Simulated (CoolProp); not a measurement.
R1336mzz(Z) along the isotherm 500 K: density (kg/m³) from the reference equation and from simpler models built on Tc = 444.5 K, pc = 2.904 MPa, ω = 0.386; each cubic takes its own stable root.

Model: reference Helmholtz-energy equation of state, McLinden 2020, in CoolProp.

| p (MPa) | phase | reference |
|---|---|---|
| 0.726 | gas | 30.44 |
| 1.45 | gas | 65.14 |
| 2.18 | gas | 106.1 |
| 2.9 | gas | 154.7 |
| 3.63 | supercritical | 215.9 |
| 4.36 | supercritical | 293.8 |
| 5.08 | supercritical | 387.9 |
| 5.81 | supercritical | 487.9 |
| 6.53 | supercritical | 570.7 |
| 7.26 | supercritical | 633.9 |

### Question
How far does each simpler model (ideal gas, van der Waals, Soave-Redlich-Kwong, Peng-Robinson) lie from the reference over these 10 states: mean and median of the absolute difference, and the worst?

### Answer
- ideal gas: mean 34.9 %, median 37.5 %, worst -54.8 % at 500 K and 6.53 MPa
- van der Waals: mean 6.6 %, median 5.5 %, worst +17.3 % at 500 K and 4.36 MPa
- Soave-Redlich-Kwong: mean 7.4 %, median 5.5 %, worst -16.9 % at 500 K and 7.26 MPa
- Peng-Robinson: mean 4.0 %, median 1.4 %, worst -10.4 % at 500 K and 7.26 MPa
